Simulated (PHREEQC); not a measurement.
Make-up at 25 °C: 0.0067 mol CsOH and 3.7e-05 mol H4SiO4 per kg of water. Closed to the air; pH follows from the charge balance.

The numbers come from PHREEQC with the ion-association model, wateq4f.dat.

No solid was allowed to form.

Predict the pH.

pH 11.79.

In which forms is Si present?

H3SiO4- 94 %, H2SiO4-2 5.0 %, H4SiO4 1.0 % of the Si.
